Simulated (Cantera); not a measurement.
Charge: 1 mol Si, 1.7 mol Cl2, 5.8 mol H2, at 0.450 bar.

These are equilibrium values from Cantera (NASA tables, ideal gas, pure condensed phases), not measurements of a reactor. Candidate condensed phases: Si; 19 gas species. The tables' values for SiCl3 are old estimates; treat these amounts as uncertain. Equilibrium is a limit: real reactors are often held back by kinetics, nucleation or transport. All values below are at 748 K.

Base state: H2 0.858, SiCl4 0.0935, SiHCl3 0.0465, SiH2Cl2 0.00169, HCl 0.000757, SiCl3 1.69e-5, SiH3Cl 1.37e-5 (mole fractions); condensed: Si(s).

Problem. What changes in the equilibrium state with this change: Si replaced by SiCl4?

Solution. 
```
species       before    after
----------  --------  -------
H2             0.858    0.482
HCl         0.000757    0.400
SiCl4         0.0935    0.118
SiHCl3        0.0465  6.23e-5
SiH2Cl2      0.00169  2.41e-9
SiH3Cl       1.37e-5    <1e-9
SiCl3        1.69e-5  3.01e-8
Si(s), mol    0.0692        0
```
